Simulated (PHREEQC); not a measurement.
# Polishing slurry liquid: speciation

Make-up at 50 °C: 0.0012 mol K2CO3, 0.21 mol KNO3 and 0.25 mol KH2PO4 per kg of water. Closed to the air; pH follows from the charge balance.

Equilibrium calculation in PHREEQC: ion-association model, wateq4f.dat.

No solid was allowed to form.

Question: What pH, ionic strength does the model give?

Answer: pH 4.65; ionic strength 0.465 mol/kgw.

Question: In which forms is C present?

Answer: CO2 96 %, HCO3- 3.6 % of the C.

Complexes and solids missing from the database can't appear. H3PO4, which wateq4f.dat lacks, is added to it with the constant of phreeqc.dat. Away from 25 °C the constants follow the database's enthalpies or fits; those with neither stay at their 25 °C values.
